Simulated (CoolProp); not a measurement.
Vapour-liquid equilibrium of R134a (1) + R227EA (2) at 286.9 K; x and y are mole fractions of (1).

Values from CoolProp's multi-fluid Helmholtz-energy mixture model, Tillner-Roth 1994 and Lemmon 2016; pair parameters Bell 2016.

| x | bubble pressure (bar) | y at the bubble point | dew pressure at overall composition x (bar) | liquid density (mol/L) |
|---|---|---|---|---|
| 0.05 | ? | 0.076 | 3.241 | 8.566 |
| 0.125 | 3.425 | 0.180 | ? | 8.775 |
| 0.2 | 3.567 | 0.275 | 3.454 | 8.994 |
| 0.275 | 3.702 | 0.361 | 3.567 | 9.225 |
| 0.35 | 3.831 | 0.441 | ? | 9.467 |
| 0.425 | 3.953 | 0.515 | 3.805 | 9.722 |
| 0.5 | 4.069 | 0.585 | 3.927 | 9.991 |
| 0.575 | 4.179 | 0.652 | 4.051 | 10.27 |
| 0.65 | 4.282 | 0.716 | 4.175 | 10.57 |
| 0.725 | 4.381 | ? | ? | 10.89 |
| 0.8 | ? | 0.839 | 4.415 | 11.23 |
| 0.875 | 4.559 | 0.899 | 4.526 | 11.58 |
| 0.95 | 4.640 | 0.959 | 4.628 | 11.96 |

**Question.** Some entries are withheld; supply them.

**Answer.** 
- 0.05, bubble pressure (bar): 3.277
- 0.125, dew pressure at overall composition x (bar): 3.346
- 0.35, dew pressure at overall composition x (bar): 3.684
- 0.725, y at the bubble point: 0.778
- 0.725, dew pressure at overall composition x (bar): 4.297
- 0.8, bubble pressure (bar): 4.473

No azeotrope shows between x = 0.05 and 0.95.

Pair parameters are fitted to limited data, so mixtures are less certain than the pure fluids.
